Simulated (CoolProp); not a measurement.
Dimethyl carbonate at 305.85 K and 12.6 MPa is throttled through a valve to 2.15 MPa with no heat exchange. Each further row changes one setting.

Model: reference Helmholtz-energy equation of state, Zhou 2011, in CoolProp.

```csv
case,temperature change (K)
as stated,+3.4
outlet pressure 0.645 MPa,+3.8
outlet pressure 2.79 MPa,+3.2
```
